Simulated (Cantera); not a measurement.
## Carbothermic reduction: Cu2O + C + CO

A closed system holds: 1 mol Cu2O, a varied amount of C, 0.35 mol CO, held at 2325 °C and 0.0100 bar.

Cantera equilibrium calculation (NASA polynomials, part measured and part estimated; ideal gas, pure solids and liquids). Candidate condensed phases: C, Cu, CuO, Cu2O; 15 gas species. Equilibrium is a limit: real reactors are often held back by kinetics, nucleation or transport.

| n(C) (mol) | log p Cu | log p CO | log p CO2 | log p O | log p O2 | log p CuO | log p Cu2 | log p C3 | n C(graphite) |
|---|---|---|---|---|---|---|---|---|---|
| 0.42 | -2.18 | -2.72 | -3.20 | -3.33 | -3.39 | -5.05 | -5.57 | <-14 | 0 |
| 0.56 | -2.19 | -2.63 | -3.23 | -3.45 | -3.63 | -5.17 | -5.58 | <-14 | 0 |
| 0.74 | -2.20 | -2.53 | -3.35 | -3.68 | -4.09 | -5.42 | -5.61 | <-14 | 0 |
| 0.98 | -2.22 | -2.40 | -4.36 | -4.81 | -6.35 | -6.57 | -5.65 | <-14 | 0 |
| 1.3 | -2.22 | -2.39 | -10.32 | -10.77 | <-14 | -12.53 | -5.65 | -5.67 | 0.297 |
| 1.7 | -2.22 | -2.39 | -10.32 | -10.77 | <-14 | -12.53 | -5.65 | -5.67 | 0.697 |
| 2.3 | -2.22 | -2.39 | -10.32 | -10.77 | <-14 | -12.53 | -5.65 | -5.67 | 1.30 |
| 3.1 | -2.22 | -2.39 | -10.32 | -10.77 | <-14 | -12.53 | -5.65 | -5.67 | 2.10 |
| 4.1 | -2.22 | -2.39 | -10.32 | -10.77 | <-14 | -12.53 | -5.65 | -5.67 | 3.10 |
| 5.4 | -2.22 | -2.39 | -10.32 | -10.77 | <-14 | -12.53 | -5.65 | -5.67 | 4.40 |
| 7.2 | -2.22 | -2.39 | -10.32 | -10.77 | <-14 | -12.53 | -5.65 | -5.67 | 6.20 |
log p: log10 of the partial pressure in bar; n: condensed amount in mol.

From 0.42 mol C to 0.98 mol C nothing is condensed. From 1.3 mol C to 7.2 mol C the condensed part is C(graphite). The main Cu-bearing gas is Cu throughout.
